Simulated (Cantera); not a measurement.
S + H2O + O2 (abatement and gas-phase synthesis)

Charge: 1 mol S, 0.042 mol H2O, 8.3 mol O2, held at 3202 °C and 10.0 mbar.

Cantera equilibrium calculation (NASA polynomials, part measured and part estimated; ideal gas, pure solids and liquids). Candidate condensed phases: H2O, H2SO4, S; 19 gas species. Rates play no part.

```
Item                                Result
-------------------------------  ---------
x(O)                                 0.898
x(S)                                0.0443
x(O2)                               0.0377
x(SO)                               0.0143
x(H)                               0.00476
x(SO2)                            0.000848
x(OH)                             0.000235
x(S2)                              2.77e-5
x(SH)                              2.07e-6
gas amount                       16.82 mol
log10 activity of S(l) (absent)      -5.21
```
